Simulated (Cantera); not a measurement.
**NH3 + SO2 (abatement and gas-phase synthesis)**

Input: 1 mol NH3, 0.19 mol SO2, held at 1.00 mbar.

Equilibrium computed with Cantera from the NASA thermochemical tables; the gas is ideal and each condensed phase is pure. Candidate condensed phases: H2O, H2SO4, S; 35 gas species. The numbers say what is thermodynamically allowed, not how fast it happens.

From 1525 K to 1825 K nothing is condensed.

```csv
T (K),x H2,x N2,x H2O,x S2,x H2S,x H
1525,0.529,0.239,0.177,0.0374,0.0104,0.000544
1575,0.532,0.239,0.175,0.0374,0.00835,0.000958
1625,0.534,0.238,0.172,0.0368,0.00672,0.00163
1675,0.536,0.238,0.169,0.0357,0.00544,0.00269
1725,0.538,0.237,0.165,0.0341,0.00442,0.00431
1775,0.539,0.236,0.160,0.0320,0.00359,0.00672
1825,0.540,0.235,0.155,0.0295,0.00292,0.0102
```
x: gas mole fraction; nothing condenses.
